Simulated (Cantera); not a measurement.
An adiabatic, constant-pressure homogeneous reactor starts with CH₄ : CO : O₂ : N₂ = 1 : 0.24 : 1.01 : 3.8 (molar parts), at 1400 K and 248 Torr. Integrator tolerance rtol = 1e-08.

Computed with Cantera and GRI-Mech 3.0 (53 species, 325 reactions).

**Question.** What does this change do: initial temperature 1400 to 1125 K?

**Answer.** 
| quantity | before | after |
|---|---|---|
| time of steepest temperature rise | 12.3 ms | not reached |
| temperature at 0.700 s | 2388 K | 1198 K |
| equilibrium temperature | 2388 K | 2182 K |
| x(CH₄) at 0.700 s | 2.67e-12 (gas-phase equilibrium 2.99e-12) | 0.153 (gas-phase equilibrium 9.12e-12) |
| x(CO) at 0.700 s | 0.154 (gas-phase equilibrium 0.154) | 0.0427 (gas-phase equilibrium 0.153) |
| x(O₂) at 0.700 s | 2.15e-5 (gas-phase equilibrium 2.15e-5) | 0.157 (gas-phase equilibrium 1.85e-6) |
| x(CH₂) at 0.700 s | <1e-12 (gas-phase equilibrium <1e-12) | 7.97e-11 (gas-phase equilibrium <1e-12) |
| x(C₂H₆) at 0.700 s | <1e-12 (gas-phase equilibrium <1e-12) | 0.00168 (gas-phase equilibrium <1e-12) |
| x(CH₂CO) at 0.700 s | <1e-12 (gas-phase equilibrium <1e-12) | 2.88e-5 (gas-phase equilibrium <1e-12) |
| x(C₂H₂) at 0.700 s | <1e-12 (gas-phase equilibrium <1e-12) | 2.42e-6 (gas-phase equilibrium <1e-12) |

**Question.** What does this change do: constant volume in place of constant pressure?

**Answer.** 
| quantity | before | after |
|---|---|---|
| time of steepest temperature rise | 12.3 ms | 11.4 ms |
| temperature at 0.700 s | 2388 K | 2619 K |
| equilibrium temperature | 2388 K | 2619 K |
| x(CH₄) at 0.700 s | 2.67e-12 (gas-phase equilibrium 2.99e-12) | 4.63e-12 (gas-phase equilibrium 5.20e-12) |
| x(CO) at 0.700 s | 0.154 (gas-phase equilibrium 0.154) | 0.155 (gas-phase equilibrium 0.155) |
| x(O₂) at 0.700 s | 2.15e-5 (gas-phase equilibrium 2.15e-5) | 9.48e-5 (gas-phase equilibrium 9.48e-5) |
| x(CH₂) at 0.700 s | <1e-12 (gas-phase equilibrium <1e-12) | 2.29e-12 (gas-phase equilibrium 2.44e-12) |
| x(C₂H₆) at 0.700 s | <1e-12 (gas-phase equilibrium <1e-12) | <1e-12 (gas-phase equilibrium <1e-12) |
| x(CH₂CO) at 0.700 s | <1e-12 (gas-phase equilibrium <1e-12) | <1e-12 (gas-phase equilibrium <1e-12) |
| x(C₂H₂) at 0.700 s | <1e-12 (gas-phase equilibrium <1e-12) | <1e-12 (gas-phase equilibrium <1e-12) |
